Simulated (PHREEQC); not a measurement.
**Copper plating or etch bath: speciation**

Solution (45 °C and 300 atm): 0.21 mol Cu(NO3)2, 0.0091 mol HNO3 and 8.6e-05 mol FeCl3 per kg of water. Closed to the air; pH follows from the charge balance.

The numbers come from PHREEQC with the ion-association model, phreeqc.dat.

The pH is 2.16 and the ionic strength is 0.639 mol/kgw. The activity of water is 0.989 and the specific conductance comes out as 49900 µS/cm. The density comes out as 1.034 g/cm³ and the total alkalinity comes out as -9.27 meq/kg.

```csv
species,molality,activity,log γ
NO3-,0.429,0.252,-0.232
Cu+2,0.210,0.0477,-0.643
H+,0.00915,0.00689,-0.123
Cl-,0.000196,0.000123,-0.201
CuCl+,6.17e-5,3.88e-5,-0.202
FeOH+2,4.89e-5,9.39e-6,-0.717
Fe+3,3.51e-5,2.74e-6,-1.108
Fe(OH)2+,1.65e-6,1.11e-6,-0.171
Fe2(OH)2+4,1.39e-7,1.09e-9,-2.105
FeCl+2,1.20e-7,2.30e-8,-0.717
CuOH+,1.03e-7,6.46e-8,-0.202
Cu2(OH)2+2,3.95e-8,1.17e-8,-0.526
CuCl2,1.89e-9,2.18e-9,0.064
```

Precipitation was switched off in this run. The solution is supersaturated, for example in Hematite (slow to form), Goethite (slow to form), so a real one may precipitate; this is no full list. Under pressure, the constants of complexes without a molar volume in the database are unreliable. Away from 25 °C the constants follow the database's enthalpies or fits; those with neither stay at their 25 °C values.
